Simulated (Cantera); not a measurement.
An adiabatic, constant-volume homogeneous reactor starts with CH4 : C2H6 : C3H8 : O2 : N2 = 1 : 0.054 : 0.23 : 3.34 : 12.6 (molar parts), at 1223 K and 5.00 bar.

Model: GRI-Mech 3.0 (53 species, 325 reactions), integrated in Cantera. GRI-Mech 3.0 was tuned for natural gas; its chemistry of propane as a main component is partial and can be far from experiment.

Problem. Predict: time of steepest temperature rise; temperature at 5.00 s; equilibrium temperature; x(CH2O) at 5.00 s; x(HCN) at 5.00 s; x(O2) at 5.00 s.

Solution. 
```json
{
  "time_of_steepest_temperature_rise": "1.74 ms",
  "temperature at 5.00 s": "2966 K",
  "equilibrium_temperature": "2966 K",
  "x(CH2O) at 5.00 s": "2.67e-9 (gas-phase equilibrium 2.67e-9)",
  "x(HCN) at 5.00 s": "8.84e-9 (gas-phase equilibrium 8.84e-9)",
  "x(O2) at 5.00 s": "0.0157 (gas-phase equilibrium 0.0157)"
}
```
